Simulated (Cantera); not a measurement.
# Ammonia decomposition in nitride growth gas

An isothermal, constant-pressure homogeneous reactor starts with NH₃ : N₂ = 1 : 19 (molar parts), at 2100 K and 615 Torr.

Model: the gas-phase N/H chemistry of the illustrative SiF4/NH3 mechanism in the Surface Chemkin manual (1991), integrated in Cantera. Walls and surfaces, which speed up NH3 decomposition in real reactors, are not modelled.

```
t (s)        x NH₃   x N₂     x NH₂      x H₂    x N₂H₄     x NH       x H
--------  --------  -----  --------  --------  --------  -------  --------
0.000100    0.0497  0.950  0.000229  0.000137   9.17e-9  2.00e-6   1.58e-6
0.000264    0.0493  0.950  0.000435  0.000560   3.32e-8  5.20e-6   4.00e-6
0.000696    0.0481  0.949  0.000452   0.00224   3.58e-8  7.55e-6   9.66e-6
0.00184     0.0451  0.948  0.000370   0.00661   2.41e-8  9.41e-6   2.05e-5
0.00484     0.0381  0.945  0.000281    0.0167   1.39e-8  1.08e-5   4.31e-5
0.0128      0.0247  0.939  0.000186    0.0359   6.10e-9  1.03e-5   9.19e-5
0.0337     0.00831  0.932   8.23e-5    0.0594   1.19e-9  7.13e-6  0.000197
0.0890    0.000578  0.929   1.21e-5    0.0703  2.59e-11  2.40e-6  0.000492
0.235      1.41e-5  0.928   5.45e-7    0.0709    <1e-12  2.02e-7  0.000914
0.619      2.87e-6  0.928   1.12e-7    0.0709    <1e-12  4.20e-8  0.000922
1.63       9.44e-7  0.928   3.69e-8    0.0709    <1e-12  1.38e-8  0.000922
4.31       3.93e-7  0.928   1.54e-8    0.0709    <1e-12  5.75e-9  0.000922
11.4       2.64e-7  0.928   1.03e-8    0.0709    <1e-12  3.85e-9  0.000922
30.0       2.56e-7  0.928   9.99e-9    0.0709    <1e-12  3.74e-9  0.000922
```
x: mole fraction; the columns are a selection and need not sum to one.

Equilibrium at this temperature and pressure: NH₃ 2.56e-7, N₂ 0.928, NH₂ 9.99e-9, H₂ 0.0709, N₂H₄ <1e-12, NH 3.74e-9, H 0.000922 (gas phase only).
